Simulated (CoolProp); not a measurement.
Vapour-liquid equilibrium of R22 (1) + n-pentane (2) at 275.8 K; x and y are mole fractions of (1).

Values from CoolProp's multi-fluid Helmholtz-energy mixture model, Kamei 1995 and Thol 2019; pair parameters Bell 2016.

```
x     bubble pressure, mixture model (kPa)  bubble pressure, Raoult's law (kPa)  y, mixture model  y, Raoult's law
----  ------------------------------------  -----------------------------------  ----------------  ---------------
0.05                                 78.66                                53.29             0.658            0.509
0.15                                 169.4                                104.8             0.850            0.776
0.25                                 242.8                                156.3             0.902            0.868
0.35                                 299.9                                207.7             0.926            0.914
0.45                                 344.1                                259.2             0.940            0.942
0.55                                 379.7                                310.7             0.950            0.960
0.65                                 411.1                                362.2             0.959            0.973
0.75                                 442.5                                413.6             0.967            0.983
0.85                                 477.2                                465.1             0.978            0.991
0.95                                 518.4                                516.6             0.991            0.997
```

The largest gap from Raoult's law is +61.6 % in bubble pressure, at x = 0.15. No azeotrope shows between x = 0.05 and 0.95.

Pair parameters are fitted to limited data, so mixtures are less certain than the pure fluids. With so large a gap from Raoult's law the liquid may split in two, which this calculation doesn't test in full.
